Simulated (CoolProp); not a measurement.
R245ca at several states: density (kg/m³) from the reference equation and from simpler models built on Tc = 174.4 °C, pc = 3941 kPa, ω = 0.355; each cubic takes its own stable root.

Model: reference Helmholtz-energy equation of state, Zhou 2016, in CoolProp.

```
T (°C)  p (kPa)   phase  reference
------  -------  ------  ---------
-20.75      840  liquid       1498
134.95     8450  liquid       1110
3.45      10000  liquid       1459
80.85     10000  liquid       1276
109.95     5980  liquid       1174
```

### Question
How far does each simpler model (van der Waals, Soave-Redlich-Kwong, Peng-Robinson) lie from the reference over these 5 states: mean and median of the absolute difference, and the worst?

### Answer
- van der Waals: mean 36.6 %, median 36.2 %, worst -40.0 % at -20.75 °C and 840 kPa
- Soave-Redlich-Kwong: mean 8.1 %, median 7.9 %, worst -9.5 % at 134.95 °C and 8450 kPa
- Peng-Robinson: mean 3.5 %, median 3.7 %, worst +4.9 % at 80.85 °C and 10000 kPa
